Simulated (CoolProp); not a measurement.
The fluid at 259.62 K and 2.31 MPa is throttled through a valve to 0.9 MPa with no heat exchange. The same conditions are run with several fluids, on thermodynamics alone (safety and materials aside).

Model: reference Helmholtz-energy equation of state of each fluid (fluorine: de Reuck 1990; dry air: Lemmon 2000; nitrogen: Span 2000; oxygen: Schmidt 1985; methane: Setzmann 1991), in CoolProp. Blends and air are pseudo-pure fits.

### Question
Rank fluorine, dry air, nitrogen, oxygen, methane by temperature change (K), highest first.

### Answer
fluorine (-3.5), nitrogen (-3.9), dry air (-4.1), oxygen (-4.9), methane (-8.3)

| fluid | final density (kg/m³) |
|---|---|
| fluorine | 16.2 |
| dry air | 12.4 |
| nitrogen | 11.9 |
| oxygen | 13.8 |
| methane | 7.11 |
